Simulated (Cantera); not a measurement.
A Cantera script and its output.

```python
import numpy as np
import cantera as ct

gas = ct.Solution("gri30.yaml")
gas.TPX = 748, 160000, {'H2': 1, 'O2': 0.943, 'N2': 3.55}
inlet = ct.Reservoir(gas, clone=True)
gas.equilibrate("HP")  # start burning
reactor = ct.IdealGasConstPressureReactor(gas, energy="on", clone=False)
exhaust = ct.Reservoir(gas, clone=True)
tau = [0.047, 0.019, 0.0077, 0.0031, 0.0013, 0.00051, 0.00021, 8.3e-05, 3.3e-05, 1.3e-05][0]
for a, b in ((inlet, reactor), (reactor, exhaust)):
    ct.MassFlowController(a, b, mdot=lambda t: reactor.mass / tau)
net = ct.ReactorNet([reactor])
show = ['H2', 'O2', 'NO2', 'O', 'HO2']

rows = []
print(f"{'tau/s':>10s}{'T/K':>9s}" + "".join(f"{s:>11s}" for s in show))
for tau in [0.047, 0.019, 0.0077, 0.0031, 0.0013, 0.00051, 0.00021, 8.3e-05, 3.3e-05, 1.3e-05]:
    net.initial_time = 0.0
    net.advance(30 * tau)
    before = gas.X
    net.advance(40 * tau)
    drift = np.max(np.abs(gas.X - before) / (gas.X + 1e-9))
    rows.append([gas.T, *gas[show].X, drift])
    print(f"{tau:10.3e}{gas.T:9.1f}" + "".join(f"{x:11.3e}" for x in gas[show].X))
```

Output:

```
     tau/s      T/K         H2         O2        NO2          O        HO2
 4.700e-02   2068.8  3.698e-04  8.765e-02  3.814e-07  3.586e-04  3.308e-06
 1.900e-02   2065.0  5.146e-04  8.758e-02  2.127e-07  4.825e-04  3.665e-06
 7.700e-03   2057.1  8.155e-04  8.738e-02  1.321e-07  7.476e-04  4.539e-06
 3.100e-03   2042.7  1.399e-03  8.705e-02  8.243e-08  1.273e-03  6.458e-06
 1.300e-03   2019.5  2.388e-03  8.667e-02  4.960e-08  2.172e-03  9.949e-06
 5.100e-04   1978.6  4.173e-03  8.629e-02  2.834e-08  3.794e-03  1.651e-05
 2.100e-04   1917.2  6.803e-03  8.620e-02  1.868e-08  6.135e-03  2.643e-05
 8.300e-05   1822.3  1.076e-02  8.685e-02  1.388e-08  9.324e-03  4.118e-05
 3.300e-05   1693.5  1.657e-02  8.926e-02  9.845e-09  1.241e-02  6.028e-05
 1.300e-05   1525.4  2.891e-02  9.663e-02  4.877e-09  1.311e-02  8.726e-05
```

Model: GRI-Mech 3.0 (53 species, 325 reactions), integrated in Cantera.
